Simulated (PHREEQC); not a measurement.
A solution holds 3.6 mmol/kgw NH4Cl and 0.052 mmol/kgw Na2HPO4, at 25 °C. Closed to the air; pH follows from the charge balance.

Model: ion-association model, phreeqc.dat, run in PHREEQC.

```csv
quantity,before,after
pH,7.13,6.92
HPO4-2 (mol/kgw),2.63e-5,2.10e-5
H2PO4- (mol/kgw),2.57e-5,3.10e-5
NH3 (mol/kgw),2.57e-5,3.11e-5
NaHPO4- (mol/kgw),4.10e-9,2.99e-9
```

Problem. What was changed between the two runs?
A. temperature from 25 to 10 °C
B. diluted 2-fold with water
C. NH4Cl replaced by NH4HCO3 at the same molality
D. Na2HPO4 from 5.2e-05 to 0.00052 mol/kgw
E. NH4Cl from 0.0036 to 0.0072 mol/kgw

Solution. E, NH4Cl from 0.0036 to 0.0072 mol/kgw

No solid was allowed to form.
